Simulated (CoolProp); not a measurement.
C3F8 (R218) along the isotherm 390.8 K: density (kg/m³) from the reference equation and from simpler models built on Tc = 345.0 K, pc = 2.640 MPa, ω = 0.317; each cubic takes its own stable root.

Model: reference Helmholtz-energy equation of state, Lemmon 2006, in CoolProp. It is a short technical equation, of lower accuracy than the large ones.

```
p (MPa)          phase  reference  Redlich-Kwong  Peng-Robinson
-------  -------------  ---------  -------------  -------------
0.0209             gas      1.211          1.212          1.212
0.0306             gas      1.775          1.776          1.776
0.045              gas      2.613          2.614          2.615
0.066              gas      3.839          3.842          3.843
0.0969             gas      5.651          5.656          5.659
0.142              gas      8.311          8.323          8.329
0.209              gas      12.30          12.33          12.34
0.306              gas      18.15          18.21          18.24
0.45               gas      27.03          27.16          27.21
0.66               gas      40.38          40.67          40.78
0.969              gas      61.03          61.67          61.88
1.42               gas      93.66          95.11          95.44
2.09               gas      149.1          152.7          152.7
3.06     supercritical      251.1          261.7          256.5
4.5      supercritical      472.1          510.3          468.0
6.6      supercritical      785.4          778.2          755.6
```
